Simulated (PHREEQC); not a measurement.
# Copper plating or etch bath: speciation

Solution (25 °C): 0.028 mol CuSO4, 0.0013 mol HNO3 and 0.00063 mol Na2SO4 per kg of water. Closed to the air; pH follows from the charge balance.

Model: ion-association model, phreeqc.dat, run in PHREEQC.

The pH comes out as 3.20. The ionic strength is 0.0706 mol/kgw and the specific conductance is 3760 µS/cm. The density comes out as 1.002 g/cm³ and the total alkalinity comes out as -1.30 meq/kg.

```
species  molality  activity   log γ
-------  --------  --------  ------
SO4-2      0.0172   0.00716  -0.380
Cu+2       0.0171   0.00756  -0.356
CuSO4      0.0109    0.0110   0.007
NO3-      0.00130   0.00102  -0.107
Na+       0.00122  0.000979  -0.094
H+       0.000752  0.000631  -0.076
HSO4-    0.000548  0.000439  -0.096
```

This is a speciation only: nothing precipitates in the calculation.
